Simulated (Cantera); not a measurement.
## Thermodynamics of boron, boron nitride and boron oxide, feed B + H₂O + H₂

Feed: 1 mol B, a varied amount of H₂O, 110 mol H₂, equilibrated at 1177 °C and 4.90 mbar.

These are equilibrium values from Cantera (NASA tables, ideal gas, pure condensed phases), not measurements of a reactor. Candidate condensed phases: B, B₂O₃, B₃O₃H₃, H₂O; 23 gas species. Equilibrium is a limit: real reactors are often held back by kinetics, nucleation or transport.

```csv
n(H₂O) (mol),log p H₂,log p HBO,log p HBO₂,log p B₂O₃,log p B₂O₂,log p H₂O,log p H,log p BO,n B(s)
0.27,-2.31,-4.94,-7.69,-8.41,-6.64,-8.46,-6.18,-7.36,0.730
0.34,-2.31,-4.85,-7.50,-8.13,-6.45,-8.37,-6.18,-7.27,0.660
0.43,-2.31,-4.75,-7.31,-7.84,-6.26,-8.27,-6.18,-7.17,0.571
0.54,-2.31,-4.66,-7.13,-7.57,-6.08,-8.18,-6.18,-7.08,0.462
0.69,-2.31,-4.56,-6.93,-7.28,-5.88,-8.08,-6.18,-6.98,0.313
0.87,-2.31,-4.48,-6.76,-7.01,-5.70,-8.00,-6.18,-6.89,0.136
1.1,-2.31,-4.47,-5.57,-5.82,-5.69,-6.81,-6.18,-6.89,0
1.4,-2.31,-4.67,-4.92,-5.37,-6.09,-5.96,-6.18,-7.09,0
```
log p: log10 of the partial pressure in bar; n: condensed amount in mol.

From 0.27 mol H₂O to 0.87 mol H₂O the condensed part is B(s). From 1.1 mol H₂O to 1.4 mol H₂O nothing is condensed. The main B-bearing gas is HBO throughout.
